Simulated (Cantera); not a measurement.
Thermodynamics of silicon carbide growth, feed CH3SiCl3 + HCl + H2

Input: 1 mol CH3SiCl3, 0.42 mol HCl, 10 mol H2, held at 1173.15 K and 0.00133 bar.

Cantera equilibrium calculation (NASA polynomials, part measured and part estimated; ideal gas, pure solids and liquids). Candidate condensed phases: C, C6H6, C7H8, C8H18, Si, SiC; 109 gas species. The feed counts by its element totals alone. The tables' values for SiCl3 are old estimates; treat these amounts as uncertain. Equilibrium is a limit: real reactors are often held back by kinetics, nucleation or transport.

* **x(H2)**: 0.747
* **x(HCl)**: 0.252
* **x(SiCl4)**: 0.000439
* **x(SiCl2)**: 0.000276
* **x(SiCl3)**: 0.000111
* **x(SiHCl3)**: 3.03e-5
* **x(CH4)**: 1.45e-5
* **x(H)**: 2.80e-6
* **n(C(graphite))**: 0.0113 mol
* **n(SiC(s))**: 0.989 mol
* **gas amount**: 13.41 mol
* **log10 activity of Si(s) (absent)**: -2.85
